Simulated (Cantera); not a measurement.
An adiabatic, constant-volume homogeneous reactor starts with CH4 : H2 : O2 : N2 = 1 : 0.14 : 1.48 : 5.56 (molar parts), equivalence ratio 1.4, at 1300 K and 0.690 bar. Integrator tolerance rtol = 1e-08.

Cantera simulation using GRI-Mech 3.0 (53 species, 325 reactions); the numbers are that mechanism's predictions, not measurements.

What does this change do: initial temperature 1300 to 1025 K?


```
quantity                                                            before                                    after
---------------------------------  ---------------------------------------  ---------------------------------------
time of steepest temperature rise                                  6.11 ms                                  0.136 s
temperature at 0.600 s                                              2841 K                                   2748 K
equilibrium temperature                                             2841 K                                   2748 K
x(CH4) at 0.600 s                    <1e-12 (gas-phase equilibrium <1e-12)    <1e-12 (gas-phase equilibrium <1e-12)
x(H2) at 0.600 s                     0.0612 (gas-phase equilibrium 0.0612)    0.0593 (gas-phase equilibrium 0.0593)
x(O2) at 0.600 s                   0.00283 (gas-phase equilibrium 0.00283)  0.00136 (gas-phase equilibrium 0.00136)
x(CH2CO) at 0.600 s                  <1e-12 (gas-phase equilibrium <1e-12)    <1e-12 (gas-phase equilibrium <1e-12)
x(CH2) at 0.600 s                    <1e-12 (gas-phase equilibrium <1e-12)    <1e-12 (gas-phase equilibrium <1e-12)
```

What does this change do: constant pressure in place of constant volume?


```csv
quantity,before,after
time of steepest temperature rise,6.11 ms,6.65 ms
temperature at 0.600 s,2841 K,2628 K
equilibrium temperature,2841 K,2628 K
x(CH4) at 0.600 s,<1e-12 (gas-phase equilibrium <1e-12),<1e-12 (gas-phase equilibrium <1e-12)
x(H2) at 0.600 s,0.0612 (gas-phase equilibrium 0.0612),0.0594 (gas-phase equilibrium 0.0594)
x(O2) at 0.600 s,0.00283 (gas-phase equilibrium 0.00283),0.00143 (gas-phase equilibrium 0.00143)
x(CH2CO) at 0.600 s,<1e-12 (gas-phase equilibrium <1e-12),<1e-12 (gas-phase equilibrium <1e-12)
x(CH2) at 0.600 s,<1e-12 (gas-phase equilibrium <1e-12),<1e-12 (gas-phase equilibrium <1e-12)
```
